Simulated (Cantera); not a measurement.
Input (Python, Cantera) and output of one run.

```python
import numpy as np
import cantera as ct

gas_names = """
    C CH CH2 CH3 CH2OH CH3O CH4 CH3OH CO CO2 COOH C2 C2H CHCO,ketyl C2H2,acetylene C2H2,vinylidene
    CH2CO,ketene C2H3,vinyl CH3CO,acetyl C2H4 C2H4O,ethylen CH3CHO,ethanal CH3COOH (HCOOH)2 C2H5 C2H6
    CH3OCH3 C2H5OH C2O C3 C3H3,propargyl C3H4,allene C3H4,propyne C3H4,cyclo- C3H5,allyl C3H6,propylene
    C3H6,cyclo- C3H6O C3H7,n-propyl C3H7,i-propyl C3H8 C3H8O,1propanol C3H8O,2propanol C3O2 C4 C4H2
    C4H4,1,3-cyclo- C4H6,butadiene C4H6,2-butyne C4H6,cyclo- C4H8,1-butene C4H8,cis2-buten
    C4H8,tr2-butene C4H8,isobutene C4H8,cyclo- (CH3COOH)2 C4H9,n-butyl C4H9,i-butyl C4H9,s-butyl
    C4H9,t-butyl C4H10,isobutane C4H10,n-butane C5 C5H6,1,3cyclo- C5H8,cyclo- C5H10,1-pentene
    C5H10,cyclo- C5H11,pentyl C5H11,t-pentyl C5H12,n-pentane C5H12,i-pentane CH3C(CH3)2CH3 C6H2
    C6H5,phenyl C6H5O,phenoxy C6H6 C6H5OH,phenol C6H10,cyclo- C6H12,1-hexene C6H12,cyclo- C6H13,n-hexyl
    C7H7,benzyl C7H8 C7H8O,cresol C7H14,1-heptene C7H15,n-heptyl C7H16,n-heptane C8H8,styrene
    C8H10,ethylbenz C8H16,1-octene C8H17,n-octyl C8H18,isooctane C8H18,n-octane C9H19,n-nonyl
    C10H8,naphthale C10H21,n-decyl C12H9,o-bipheny C12H10,bipheny H HCO HO2 H2 HCHO,formaldehy HCOOH H2O
    H2O2 O OH O2 O3
""".split()
cond_names = """
    C(gr) C6H6(L) C7H8(L) C8H18(L),n-octa H2O(s) H2O(L)
""".split()


def load(file, names, dense=False):
    # The tables refer to 1 bar. Condensed volumes are neglected.
    table = {s.name: s for s in ct.Species.list_from_file(file)}
    out = []
    for n in names:
        d = dict(table[n].input_data)
        d["thermo"] = dict(d["thermo"], **{"reference-pressure": 1e5})
        if dense:
            d["equation-of-state"] = {"model": "constant-volume", "density": "1e6 g/cm^3"}
        out.append(ct.Species.from_dict(d))
    return out


gas = ct.Solution(thermo="ideal-gas", species=load("nasa_gas.yaml", gas_names))
cond = {s.name: ct.Solution(thermo="fixed-stoichiometry", species=[s], name=s.name)
        for s in load("nasa_condensed.yaml", cond_names, dense=True)}
atoms = {
    'C3H6': {'C': 3, 'H': 6},
    'H2O': {'H': 2, 'O': 1},
}
top_T = {'C(gr)': 4500}  # K; cautious upper limits of use, not melting points


def equilibrate(T, P, feed):
    n = {}
    for name, mol in feed.items():
        for a, k in atoms[name].items():
            n[a] = n.get(a, 0.0) + k * mol
    gas.TPX = T, P, n
    mass = sum(n.values()) * gas.mean_molecular_weight
    gas.equilibrate("TP")
    valid = [c for c in cond.values() if c.min_temp <= T <= top_T.get(c.name, c.max_temp)]
    mix = ct.Mixture([(gas, mass / gas.mean_molecular_weight)] + [(c, 0.0) for c in valid])
    mix.T, mix.P = T, P
    mix.equilibrate("TP", solver="vcs", rtol=1e-11, max_steps=5000)
    return mix


results = []
feed = {'C3H6': 1, 'H2O': 1.4}  # mol
P = 100  # Pa
for T in [673, 823, 973, 1123, 1273, 1423, 1573, 1723]:
    mix = equilibrate(T, P, feed)
    results.append((T, P, feed, dict(zip(mix.species_names, mix.species_moles))))

top = {s: max(r[3][s] / sum(r[3][g] for g in gas_names) for r in results) for s in gas_names}
cols = sorted((s for s in top if top[s] > 1e-05), key=lambda s: -top[s])[:6]
seen = [c for c in cond_names if any(r[3].get(c, 0) > 1e-12 for r in results)]
print("log10 of partial pressures in bar; condensed amounts in mol")
print(f"{'T/K':>10s}" + "".join(f"{s[:9]:>10s}" for s in cols + seen))
for T, P, feed, n in results:
    ng = sum(n[g] for g in gas_names)
    print(f"{T:10.4g}" + "".join(f"{np.log10(max(n[s] / ng * P / 1e5, 1e-99)):10.3f}" for s in cols)
          + "".join(f"{n.get(c, 0):10.4g}" for c in seen))
```

It prints:

```
log10 of partial pressures in bar; condensed amounts in mol
       T/K        H2        CO       CO2       H2O       CH4         H     C(gr)
       673    -3.105    -4.138    -4.153    -4.207    -5.026   -15.810     2.225
       823    -3.120    -3.629    -5.577    -5.626    -6.269   -12.694     1.626
       973    -3.120    -3.618    -7.234    -6.944    -7.131   -10.526     1.601
      1123    -3.120    -3.617    -8.454    -7.918    -7.772    -8.931       1.6
      1273    -3.120    -3.617    -9.378    -8.662    -8.267    -7.707       1.6
      1423    -3.120    -3.617   -10.100    -9.248    -8.659    -6.738       1.6
      1573    -3.121    -3.618   -10.679    -9.721    -8.978    -5.951       1.6
      1723    -3.123    -3.618   -11.154   -10.112    -9.242    -5.300     1.599
```

Method: chemical equilibrium by Gibbs-energy minimisation in Cantera with the NASA 1993 tables (ideal gas, pure condensed phases).
